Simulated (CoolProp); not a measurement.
C2F6 (R116) at several states: Z from the reference equation and from simpler models built on Tc = 19.9 °C, pc = 3048 kPa, ω = 0.257; each cubic takes its own stable root.

Values from CoolProp's reference Helmholtz-energy equation of state, Lemmon 2006. It is a short technical equation, of lower accuracy than the large ones.

```csv
T (°C),p (kPa),phase,reference
18.35,424,gas,0.9511
18.35,802,gas,0.9039
30.35,4210,supercritical,0.2939
112.95,22,gas,0.9991
```

**Question.** How far does each simpler model (Redlich-Kwong, Soave-Redlich-Kwong, Peng-Robinson) lie from the reference over these 4 states: mean and median of the absolute difference, and the worst?

**Answer.** 
- Redlich-Kwong: mean 2.6 %, median 0.1 %, worst +10.2 % at 30.35 °C and 4210 kPa
- Soave-Redlich-Kwong: mean 4.4 %, median 0.1 %, worst +17.4 % at 30.35 °C and 4210 kPa
- Peng-Robinson: mean 2.6 %, median 0.9 %, worst +8.5 % at 30.35 °C and 4210 kPa
